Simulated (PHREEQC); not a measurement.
Consider water at 25 °C with 0.028 mol/kgw KH2PO4, 3.4e-05 mol/kgw HNO3 and 0.00038 mol/kgw H3AsO4. Closed to the air; pH follows from the charge balance.

Computed with PHREEQC (ion-association model, wateq4f.dat).

No solid was allowed to form.

Question: Predict the pH.

Answer: pH 4.02.

Question: In which forms is P present?

Answer: H2PO4- 99 %, H3PO4 1.2 % of the P.

H3PO4, which wateq4f.dat lacks, is added to it with the constant of phreeqc.dat.
